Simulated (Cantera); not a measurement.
An isothermal plug-flow reactor at 800 K and 4.40 bar (inlet), inlet velocity 1 m/s, active area per volume 2300 1/m; feed 2.60 % CO, 3.62 % O₂, 89.5 % N₂, 4.30 % H₂O, equivalence ratio 0.36.

Computed with Cantera and Deutschmann's 1995 Pt surface mechanism with GRI-Mech 3.0 gas chemistry. Catalytic surfaces can have several steady states; this one follows from the mechanism file's or the stated starting coverage. Mass transfer to the wall is taken as infinitely fast.

x: gas mole fraction; θ: surface coverage.

```json
[
 {"z (m)": "0.00012", "x CO": "0.0255", "x O₂": "0.0360", "x H₂O": "0.0430", "x CO₂": "0.000542", "θ free Pt": "0.0557", "θ O*": "0.00368", "θ OH*": "0.000666", "θ CO*": "0.940"},
 {"z (m)": "0.00021", "x CO": "0.0251", "x O₂": "0.0358", "x H₂O": "0.0431", "x CO₂": "…", "θ free Pt": "0.0562", "θ O*": "0.00373", "θ OH*": "0.000672", "θ CO*": "0.939"},
 {"z (m)": "0.00037", "x CO": "0.0244", "x O₂": "0.0354", "x H₂O": "0.0431", "x CO₂": "0.00170", "θ free Pt": "0.0571", "θ O*": "0.00381", "θ OH*": "0.000685", "θ CO*": "0.938"},
 {"z (m)": "0.00066", "x CO": "0.0230", "x O₂": "0.0348", "x H₂O": "0.0431", "x CO₂": "0.00309", "θ free Pt": "0.0588", "θ O*": "0.00397", "θ OH*": "0.000710", "θ CO*": "0.937"},
 {"z (m)": "0.0012", "x CO": "0.0203", "x O₂": "0.0334", "x H₂O": "0.0432", "x CO₂": "0.00586", "θ free Pt": "0.0627", "θ O*": "0.00437", "θ OH*": "0.000770", "θ CO*": "0.932"},
 {"z (m)": "0.0021", "x CO": "0.0149", "x O₂": "0.0308", "x H₂O": "0.0433", "x CO₂": "0.0113", "θ free Pt": "0.0735", "θ O*": "0.00560", "θ OH*": "0.000945", "θ CO*": "0.920"},
 {"z (m)": "0.0037", "x CO": "0.000510", "x O₂": "0.0238", "x H₂O": "0.0436", "x CO₂": "0.0259", "θ free Pt": "0.0421", "θ O*": "0.948", "θ OH*": "0.00935", "θ CO*": "0.000535"},
 {"z (m)": "0.0066", "x CO": "…", "x O₂": "0.0235", "x H₂O": "0.0436", "x CO₂": "0.0264", "θ free Pt": "0.0351", "θ O*": "0.956", "θ OH*": "0.00857", "θ CO*": "…"},
 {"z (m)": "0.012", "x CO": "2.08e-7", "x O₂": "0.0235", "x H₂O": "0.0436", "x CO₂": "0.0264", "θ free Pt": "0.0348", "θ O*": "0.957", "θ OH*": "0.00853", "θ CO*": "1.47e-7"}
]
```

### Question
Some entries are withheld; supply them.

### Answer

- 0.00021, x CO₂: 0.000954
- 0.0066, x CO: 2.77e-5
- 0.0066, θ CO*: 1.99e-5
